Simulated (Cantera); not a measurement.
A perfectly stirred reactor is fed with 30.6 % H2, 69.4 % O2, equivalence ratio 0.22, at 0.0267 bar; it is held at 1425 K, and followed from long to short residence time.

Computed with Cantera and GRI-Mech 3.0 (53 species, 325 reactions). Radical loss at walls, strong at low pressure, is not modelled. The temperature is held fixed by assumption; the heat of reaction is taken as removed at once.

x: mole fraction; the columns are a selection and need not sum to one.

| τ (s) | x H2 | x O2 | x HO2 | x O | x OH |
|---|---|---|---|---|---|
| 0.38 | 0.00119 | 0.634 | [?] | 0.00386 | 0.00576 |
| 0.22 | 0.00171 | 0.632 | [?] | 0.00555 | 0.00689 |
| 0.13 | 0.00239 | 0.629 | [?] | 0.00785 | 0.00818 |
| 0.078 | 0.00331 | 0.626 | [?] | 0.0109 | 0.00962 |
| 0.046 | 0.00460 | 0.622 | [?] | 0.0153 | 0.0113 |
| 0.027 | 0.00635 | 0.615 | 1.32e-5 | 0.0214 | 0.0133 |
| 0.016 | 0.00857 | 0.607 | 1.40e-5 | 0.0292 | 0.0154 |
| 0.0095 | 0.0113 | 0.596 | 1.44e-5 | 0.0391 | 0.0175 |

Fill in the missing entries.


- 0.38, x HO2: 6.37e-6
- 0.22, x HO2: 7.83e-6
- 0.13, x HO2: 9.31e-6
- 0.078, x HO2: 1.07e-5
- 0.046, x HO2: 1.21e-5
